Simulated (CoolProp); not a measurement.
Nitrogen at 298.15 K and 0.245 MPa is throttled through a valve to 0.136 MPa with no heat exchange. Each further row changes one setting.

The numbers come from the reference Helmholtz-energy equation of state, Span 2000 in CoolProp.

```tsv
case	temperature change (K)	final density (kg/m³)
as stated	-0.2	1.54
outlet pressure 0.0408 MPa	-0.4	0.462
outlet pressure 0.177 MPa	-0.1	2.00
```
